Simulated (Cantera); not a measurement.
# Thermodynamics of metals in furnace atmospheres, feed Cu + CO + N2

Charge: 1 mol Cu, 0.61 mol CO, 1.2 mol N2, at 6700 Pa.

These are equilibrium values from Cantera (NASA tables, ideal gas, pure condensed phases), not measurements of a reactor. Candidate condensed phases: C, Cu, CuO, Cu2O; 27 gas species. Equilibrium is a limit: real reactors are often held back by kinetics, nucleation or transport.

From 1075 K to 1300 K the condensed part is C(graphite) + Cu(s). From 1375 K to 1975 K the condensed part is Cu(l).

```csv
T (K),log p N2,log p CO,log p Cu,log p CO2,n C(graphite),n Cu(s),n Cu(l)
1075,-1.35,-1.65,-9.59,-4.16,0.00185,1.00,0
1150,-1.35,-1.65,-8.54,-4.70,0.000542,1.00,0
1225,-1.35,-1.65,-7.62,-5.17,0.000184,1.000,0
1300,-1.35,-1.65,-6.80,-5.58,7.12e-5,1.000,0
1375,-1.35,-1.65,-6.08,-5.95,0,0,1.000
1450,-1.35,-1.65,-5.46,-6.27,0,0,1.000
1525,-1.35,-1.65,-4.91,-6.56,0,0,1.000
1600,-1.35,-1.65,-4.40,-6.83,0,0,0.999
1675,-1.35,-1.65,-3.94,-7.07,0,0,0.997
1750,-1.35,-1.65,-3.52,-7.29,0,0,0.992
1825,-1.36,-1.65,-3.14,-7.47,0,0,0.980
1900,-1.36,-1.66,-2.79,-7.44,0,0,0.955
1975,-1.38,-1.67,-2.47,-7.39,0,0,0.902
```
log p: log10 of the partial pressure in bar; n: condensed amount in mol.
